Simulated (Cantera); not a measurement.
**Equilibrium for silicon carbide growth: SiHCl3 + C2H2 + H2**

Charge: 1 mol SiHCl3, 0.012 mol C2H2, 680 mol H2, at 0.310 bar.

Cantera equilibrium calculation (NASA polynomials, part measured and part estimated; ideal gas, pure solids and liquids). Candidate condensed phases: C, C6H6, C7H8, C8H18, Si, SiC; 109 gas species. Mutual solubility and eutectic melting of coexisting phases are not modelled. The tables' values for SiCl are old estimates; treat these amounts as uncertain. Gases not in the tables: Si2H6 and higher silanes. The numbers say what is thermodynamically allowed, not how fast it happens.

At 1650 K the condensed part is Si(s) + SiC(s). From 1750 K to 2050 K the condensed part is Si(l) + SiC(s). At 2150 K the condensed part is Si(l). From 2250 K to 2350 K nothing is condensed. The main Si-bearing gas is SiCl2 at 1650 K and Si at 2350 K.

| T (K) | x H2 | x H | x HCl | x Si | n Si(s) | n SiC(s) | n Si(l) |
|---|---|---|---|---|---|---|---|
| 1650 | 0.995 | 0.000163 | 0.00427 | 8.64e-7 | 0.927 | 0.0205 | 0 |
| 1750 | 0.995 | 0.000417 | 0.00427 | 4.84e-6 | 0 | 0.0202 | 0.917 |
| 1850 | 0.995 | 0.000965 | 0.00428 | 2.08e-5 | 0 | 0.0193 | 0.890 |
| 1950 | 0.993 | 0.00205 | 0.00429 | 7.68e-5 | 0 | 0.0165 | 0.814 |
| 2050 | 0.991 | 0.00406 | 0.00428 | 0.000249 | 0 | 0.00646 | 0.616 |
| 2150 | 0.987 | 0.00753 | 0.00425 | 0.000724 | 0 | 0 | 0.121 |
| 2250 | 0.981 | 0.0132 | 0.00427 | 0.000966 | 0 | 0 | 0 |
| 2350 | 0.972 | 0.0221 | 0.00424 | 0.00107 | 0 | 0 | 0 |
x: gas mole fraction; n: condensed amount in mol.
